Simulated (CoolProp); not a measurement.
Vapour-liquid equilibrium of n-pentane (1) + benzene (2) at 134.05 °C; x and y are mole fractions of (1).

Computed with CoolProp (multi-fluid Helmholtz-energy mixture model, Thol 2019 and Thol 2012; pair parameters Bell 2016).

### Question
Give the bubble pressure and the first vapour's composition at x = 0.25, 0.35, 0.95. Is there an azeotrope?

### Answer
x = 0.25: 0.6714 MPa, y = 0.491; x = 0.35: 0.7520 MPa, y = 0.587; x = 0.95: 1.159 MPa, y = 0.970. No azeotrope shows between x = 0.05 and 0.95.

Pair parameters are fitted to limited data, so mixtures are less certain than the pure fluids.
